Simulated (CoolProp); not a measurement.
Aqueous potassium carbonate as a coolant, at 32 °C, 1 atm.

Values from CoolProp's Melinder's fits for secondary coolants.

```tsv
mass %	freezing point (°C)	density (kg/m³)	Prandtl number	cp (kJ/(kg K))	conductivity (W/(m K))
2.8	-0.9	1020	5.31	4.025	0.616
7.5	-2.6	1063	5.74	3.816	0.611
12.1	-4.5	1106	6.29	3.634	0.607
16.7	-6.8	1151	6.95	3.454	0.602
21.4	-9.8	1199	7.77	3.273	0.598
26	-13.8	1248	8.82	3.106	0.593
30.6	-19.4	1299	10.3	2.962	0.588
35.3	-27.3	1353	12.5	2.841	0.581
39.9	-37.3	1407	15.6	2.734	0.575
```
